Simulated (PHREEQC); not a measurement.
Make-up at 15 °C: 0.026 mol Ba(OH)2 per kg of water. Closed to the air; pH follows from the charge balance.

All values are PHREEQC results (ion-association model, phreeqc.dat), not measurements.

```yaml
pH: 12.93
ionic_strength: 0.0714 mol/kgw
density: 1.004 g/cm³
total_alkalinity: 52.0 meq/kg
```

| species | molality | activity | log γ |
|---|---|---|---|
| OH- | 0.0487 | 0.0384 | -0.103 |
| Ba+2 | 0.0227 | 0.00932 | -0.386 |
| BaOH+ | 0.00332 | 0.00267 | -0.093 |

No solid was allowed to form.
